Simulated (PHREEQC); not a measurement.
Synthetic water in mg/L, 5 °C, pH 6.12, pe 10: Na 1.71; K 0.00934; Ca 1.84; Mg 2.07; Cl 7.25; S(6) as SO4 2.58; Alkalinity as HCO3 4.12; Ba 0.233; Cd 0.0657; Pb 0.597; O(0) (dissolved oxygen) 0.0749.

Valence states are taken as typed.

All values are PHREEQC results (ion-association model, phreeqc.dat), not measurements.

```
quantity                   before    after
-----------------------  --------  -------
CO2 (mol/kgw)            0.000165  9.71e-5
Pb+2 (mol/kgw)            2.56e-6  2.41e-6
MgSO4 (mol/kgw)           2.49e-7  9.15e-7
CaSO4 (mol/kgw)           1.50e-7  2.12e-7
PbHCO3+ (mol/kgw)         1.25e-7  1.16e-7
PbCO3 (mol/kgw)           9.79e-8  2.33e-7
SI of Pb(OH)2 (Pb(OH)2)     -2.28    -0.50
SI of Anglesite (PbSO4)     -2.35    -2.68
```

Question: Name the change that produced these shifts.
A. Pb from 0.597 to 1.19 mg/L
B. temperature from 5 to 60 °C at the same typed pH
C. pH from 6.12 to 5.5 at the same alkalinity

Answer: B, temperature from 5 to 60 °C at the same typed pH

Precipitation was switched off in this run. Constants without temperature data keep their 25 °C values here.
